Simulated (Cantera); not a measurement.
A perfectly stirred reactor is fed with CH₄ : N₂ = 1 : 50 (molar parts), at 0.00530 bar; it is held at 1650 K, and followed from long to short residence time.

Detailed kinetics in Cantera: GRI-Mech 3.0 (53 species, 325 reactions). GRI-Mech 3.0 stops at C3 and has no aromatics, soot or wall deposition, so with more carbon than oxygen in the feed, carbon stays in small species such as C2H2 where larger ones or solid carbon would form. Radical loss at walls, strong at low pressure, is not modelled.

Predict: x(CH₄) at τ = 17.0 s; x(H) at τ = 17.0 s; x(C₂H) at τ = 17.0 s; x(C₂H₄) at τ = 17.0 s; x(C₂H₆) at τ = 17.0 s; x(CH₄) at τ = 0.200 s; x(H) at τ = 0.200 s; x(C₂H₄) at τ = 0.200 s; x(C₂H₆) at τ = 0.200 s.


* **x(CH₄) at τ = 17.0 s**: 0.00325
* **x(H) at τ = 17.0 s**: 5.16e-5
* **x(C₂H) at τ = 17.0 s**: 7.47e-8
* **x(C₂H₄) at τ = 17.0 s**: 3.99e-5
* **x(C₂H₆) at τ = 17.0 s**: 1.63e-7
* **x(CH₄) at τ = 0.200 s**: 0.0191
* **x(H) at τ = 0.200 s**: 9.84e-7
* **x(C₂H₄) at τ = 0.200 s**: 9.39e-5
* **x(C₂H₆) at τ = 0.200 s**: 3.22e-7
